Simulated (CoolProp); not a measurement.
Vapour pressure (MPa) of R1234yf: the reference equation beside estimates from Tc = 367.8 K, pc = 3.384 MPa, ω = 0.276. Clausius-Clapeyron is anchored at 287.5 K with a constant enthalpy of vaporisation of 17.52 kJ/mol.

Values from CoolProp's reference Helmholtz-energy equation of state, Lemmon 2022.

| T (K) | reference | Lee-Kesler | Clausius-Clapeyron | van der Waals | Soave-Redlich-Kwong | Peng-Robinson |
|---|---|---|---|---|---|---|
| 275.1 | 0.3373 | 0.3395 | 0.3596 | 0.9428 | 0.3396 | 0.3365 |
| 279.3 | 0.3872 | 0.3900 | 0.4035 | 1.014 | 0.3904 | 0.3864 |
| 283.4 | 0.4411 | 0.4445 | 0.4501 | 1.087 | 0.4453 | 0.4403 |
| 287.5 | 0.5004 | 0.5044 | 0.5004 | 1.164 | 0.5059 | 0.4998 |
| 291.7 | 0.5673 | 0.5718 | 0.5561 | 1.246 | 0.5741 | 0.5669 |
| 295.8 | 0.6388 | 0.6439 | 0.6147 | 1.329 | 0.6472 | 0.6388 |
| 299.9 | 0.7168 | 0.7224 | 0.6776 | 1.415 | 0.7270 | 0.7174 |
| 304 | 0.8018 | 0.8078 | 0.7449 | 1.505 | 0.8138 | 0.8030 |

Absolute difference from the reference over all 8 rows, mean and median: Lee-Kesler 0.8 and 0.8 %, Clausius-Clapeyron 3.9 and 4.0 %, van der Waals 129.2 and 126.1 %, Soave-Redlich-Kwong 1.1 and 1.1 %, Peng-Robinson 0.1 and 0.1 %.
